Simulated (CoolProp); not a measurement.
A Linde-Hampson liquefier for carbon monoxide: isothermal reversible compression at 300 K from 1 atm to 40 MPa, throttling to 1 atm, return gas leaving the recuperator 5 K below the feed. Each further row changes one setting.

Computed with CoolProp (reference Helmholtz-energy equation of state, Lemmon 2006). It is a short technical equation, of lower accuracy than the large ones.

| case | liquid yield per pass | compression work (kJ/kg of gas) |
|---|---|---|
| as stated | [?] | 539 |
| high pressure 80 MPa | [?] | 629 |
| warm-end temperature 330 K | 0.068 | [?] |
| warm-end gap 10 K | [?] | 539 |

**Question.** Some entries are withheld; supply them.

**Answer.** 
- as stated, liquid yield per pass: 0.095
- high pressure 80 MPa, liquid yield per pass: 0.056
- warm-end temperature 330 K, compression work (kJ/kg of gas): 597
- warm-end gap 10 K, liquid yield per pass: 0.084
